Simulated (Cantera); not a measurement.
A closed system holds: 1 mol Fe, 0.8 mol Cl₂, 0.34 mol H₂, equilibrated at 977 °C and 15.8 Torr.

Equilibrium computed with Cantera from the NASA thermochemical tables; the gas is ideal and each condensed phase is pure. Candidate condensed phases: Fe, FeCl₂, FeCl₃; 11 gas species. Equilibrium is a limit: real reactors are often held back by kinetics, nucleation or transport.

Base state: FeCl₂ 0.514, HCl 0.369, H₂ 0.114, Fe₂Cl₄ 0.00208, FeCl₃ 8.51e-5 (mole fractions); condensed: Fe(γ).

Task: What changes in the equilibrium state with this change: Fe replaced by Fe₂O₃?

Result: 
| species | before | after |
|---|---|---|
| HCl | 0.369 | 0.530 |
| Cl₂ | 3.34e-9 | 0.156 |
| O₂ | 0 | 0.120 |
| FeCl₂ | 0.514 | 0.0774 |
| H₂ | 0.114 | 5.04e-9 |
| Cl | 3.11e-6 | 0.0213 |
| FeCl₃ | 8.51e-5 | 0.0876 |
| H₂O | 0 | 0.00734 |
| ClO | 0 | 3.83e-5 |
| Fe(γ), mol | 0.410 | 0 |
| Fe₂O₃(s), mol | 0 | 0.897 |
Further candidate phases: FeO, Fe(OH)₂, Fe(OH)₃, Fe₂O₃, Fe₃O₄, H₂O.

Task: What changes in the equilibrium state with this change: temperature from 977 °C to 1052 °C?

Result: 
```csv
species,before,after
FeCl₂,0.514,0.525
HCl,0.369,0.351
H₂,0.114,0.123
Fe₂Cl₄,0.00208,0.00100
FeCl₃,8.51e-5,7.34e-5
"Fe(γ), mol",0.410,0.400
```

Task: What changes in the equilibrium state with this change: temperature from 977 °C to 702 °C?

Result: 
```csv
species,before,after
HCl,0.369,0.463
FeCl₂,0.514,0.395
H₂,0.114,0.0841
Fe₂Cl₄,0.00208,0.0580
FeCl₃,8.51e-5,0.000147
"Fe(γ), mol",0.410,0
"Fe(α), mol",0,0.450
```
